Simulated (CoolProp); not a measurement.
Properties of sulfur dioxide along the isotherm -47.15 °C (Tc = 157.5 °C, pc = 7.887 MPa, ω = 0.256).

The numbers come from the reference Helmholtz-energy equation of state, Gao 2016 in CoolProp.

```csv
p (MPa),phase,cv (kJ/(kg K)),Joule-Thomson coefficient (K/MPa),isothermal compressibility (1/MPa),fugacity coefficient
0.394,liquid,0.8469,-0.2987,0.0007372,0.03533
0.789,liquid,0.8469,(withheld),0.0007351,0.01780
1.18,liquid,0.8470,(withheld),0.0007330,0.01200
1.58,liquid,0.8470,-0.2995,0.0007309,0.009043
1.97,liquid,0.8471,-0.2998,(withheld),0.007315
2.37,liquid,0.8471,-0.3000,0.0007267,0.006134
2.76,liquid,0.8472,-0.3003,0.0007247,0.005312
3.15,liquid,0.8472,-0.3006,(withheld),(withheld)
3.55,liquid,0.8473,-0.3008,0.0007206,0.004202
3.94,liquid,0.8473,-0.3011,(withheld),0.003818
```

Complete the blanks.


- 0.789, Joule-Thomson coefficient (K/MPa): -0.2990
- 1.18, Joule-Thomson coefficient (K/MPa): -0.2992
- 1.97, isothermal compressibility (1/MPa): 0.0007288
- 3.15, isothermal compressibility (1/MPa): 0.0007227
- 3.15, fugacity coefficient: 0.004694
- 3.94, isothermal compressibility (1/MPa): 0.0007186
